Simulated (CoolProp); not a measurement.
A single-stage vapour-compression cycle with propane: evaporating at 224.15 K (dew point), condensing at 261.15 K (bubble point), superheat 8 K, subcooling 0 K, compressor efficiency 0.9, no pressure losses. Each further row changes one setting.

The numbers come from the reference Helmholtz-energy equation of state, Lemmon 2009 in CoolProp.

| case | cooling COP | pressure ratio | discharge temperature (K) | refrigerating effect (kJ/kg) | volumetric capacity (kJ/m³) |
|---|---|---|---|---|---|
| as stated | 4.72 | 4.36 | 287.3 | 358 | 623 |
| evaporating temperature 229.15 K | 5.69 | 3.47 | 284.0 | 365 | 784 |
| condensing temperature 256.15 K | 5.57 | 3.68 | 280.6 | 371 | 643 |
| subcooling 5 K | 4.88 | 4.36 | 287.3 | 370 | 643 |
| superheat 18 K | 4.70 | 4.36 | 297.6 | 373 | 619 |
| compressor efficiency 0.8 | 4.20 | 4.36 | 292.8 | 358 | 623 |
